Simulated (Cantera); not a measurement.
A closed system holds: 1 mol MgO, 0.13 mol HCl, held at 1.00 bar.

Method: chemical equilibrium by Gibbs-energy minimisation in Cantera with the NASA 1993 tables (ideal gas, pure condensed phases). Candidate condensed phases: H2O, Mg, MgCl2, MgO, Mg(OH)2; 22 gas species. Mutual solubility and eutectic melting of coexisting phases are not modelled. The numbers say what is thermodynamically allowed, not how fast it happens.

x: gas mole fraction; n: condensed amount in mol.

| T (K) | x HCl | x MgCl2 | x H2O | x Cl | n MgCl2(l) | n MgO(s) |
|---|---|---|---|---|---|---|
| 1098 | 0.945 | 0.00148 | 0.0532 | ___ | 0.00639 | 0.993 |
| 1198 | 0.956 | 0.00823 | 0.0361 | ___ | 0.00353 | 0.995 |
| 1298 | 0.941 | 0.0294 | 0.0294 | ___ | 0 | 0.996 |
| 1398 | 0.909 | 0.0453 | 0.0453 | ___ | 0 | 0.994 |
| 1498 | 0.869 | 0.0647 | 0.0647 | ___ | 0 | 0.992 |
| 1598 | 0.824 | 0.0869 | 0.0869 | ___ | 0 | 0.989 |
| 1698 | 0.775 | 0.111 | 0.111 | ___ | 0 | 0.986 |

Question: What belongs in the gaps?

Answer: 
- 1098, x Cl: 5.31e-6
- 1198, x Cl: 2.47e-5
- 1298, x Cl: 8.73e-5
- 1398, x Cl: 0.000249
- 1498, x Cl: 0.000597
- 1598, x Cl: 0.00125
- 1698, x Cl: 0.00237
